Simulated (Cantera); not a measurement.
A closed system holds: 1 mol S, 3.5 mol H₂, 1.9 mol N₂, held at 17.0 bar.

Equilibrium computed with Cantera from the NASA thermochemical tables; the gas is ideal and each condensed phase is pure. Candidate condensed phases: S; 15 gas species. Gases not in the tables: S₃ to S₇. Rates play no part.

log p: log10 of the partial pressure in bar; nothing condenses.

```json
[
 {"T (°C)": "450", "log p H₂": "0.88", "log p N₂": "0.77", "log p H₂S": "0.51", "log p NH₃": "-0.45", "log p S₂": "-8.58"},
 {"T (°C)": "600", "log p H₂": "0.89", "log p N₂": "0.78", "log p H₂S": "0.50", "log p NH₃": "-1.09", "log p S₂": "-6.41"},
 {"T (°C)": "750", "log p H₂": "0.89", "log p N₂": "0.78", "log p H₂S": "0.50", "log p NH₃": "-1.57", "log p S₂": "-4.85"},
 {"T (°C)": "900", "log p H₂": "0.90", "log p N₂": "0.78", "log p H₂S": "0.50", "log p NH₃": "-1.93", "log p S₂": "-3.67"},
 {"T (°C)": "1050", "log p H₂": "0.90", "log p N₂": "0.78", "log p H₂S": "0.50", "log p NH₃": "-2.21", "log p S₂": "-2.76"},
 {"T (°C)": "1200", "log p H₂": "0.90", "log p N₂": "0.78", "log p H₂S": "0.49", "log p NH₃": "-2.44", "log p S₂": "-2.04"},
 {"T (°C)": "1350", "log p H₂": "0.90", "log p N₂": "0.78", "log p H₂S": "0.49", "log p NH₃": "…", "log p S₂": "…"},
 {"T (°C)": "1500", "log p H₂": "0.90", "log p N₂": "0.77", "log p H₂S": "0.46", "log p NH₃": "…", "log p S₂": "…"},
 {"T (°C)": "1650", "log p H₂": "0.91", "log p N₂": "0.77", "log p H₂S": "0.42", "log p NH₃": "-2.88", "log p S₂": "-0.71"}
]
```

Q: Complete the blanks.

A: 
- 1500, log p NH₃: -2.77
- 1500, log p S₂: -1.03
- 1350, log p NH₃: -2.62
- 1350, log p S₂: -1.47
